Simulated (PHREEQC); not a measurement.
Make-up at 20 °C: 0.0014 mol H2SO4 and 0.0175 mol MnSO4 per kg of water. Closed to the air; pH follows from the charge balance.

Model: ion-association model, wateq4f.dat, run in PHREEQC.

Task: The ionic strength comes out as 0.0506 mol/kgw. What activity coefficients do SO4-2, HSO4-, Mn+2, H+ get?

Result: SO4-2 0.46, HSO4- 0.82, Mn+2 0.48, H+ 0.86.

No solid was allowed to form.
